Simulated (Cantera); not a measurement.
A perfectly stirred reactor is fed with H₂ : O₂ = 0.11 : 1 (molar parts), equivalence ratio 0.055, at 20.0 Torr; it is held at 1450 K, and followed from long to short residence time.

Model: the H2/O2 subset of GRI-Mech 3.0, which has no nitrogen chemistry, integrated in Cantera. Radical loss at walls, strong at low pressure, is not modelled. The temperature is held fixed by assumption; the heat of reaction is taken as removed at once.

Problem. What does this change do: O2 1 to 1.8 parts?

Solution. 
```json
[
 {"quantity": "x(H₂) at τ = 15.0 s", "before": "3.00e-5", "after": "1.77e-5"},
 {"quantity": "x(O₂) at τ = 15.0 s", "before": "0.895", "after": "0.940"},
 {"quantity": "x(H₂O) at τ = 15.0 s", "before": "0.104", "after": "0.0588"},
 {"quantity": "x(HO₂) at τ = 15.0 s", "before": "3.96e-7", "after": "2.76e-7"},
 {"quantity": "x(H₂O₂) at τ = 15.0 s", "before": "2.11e-8", "after": "1.33e-8"},
 {"quantity": "x(H₂) at τ = 87.0 ms", "before": "0.000798", "after": "0.000430"},
 {"quantity": "x(O₂) at τ = 87.0 ms", "before": "0.881", "after": "0.927"},
 {"quantity": "x(H₂O) at τ = 87.0 ms", "before": "0.0988", "after": "0.0557"},
 {"quantity": "x(HO₂) at τ = 87.0 ms", "before": "3.71e-6", "after": "2.34e-6"},
 {"quantity": "x(H₂O₂) at τ = 87.0 ms", "before": "1.14e-7", "after": "6.87e-8"}
]
```
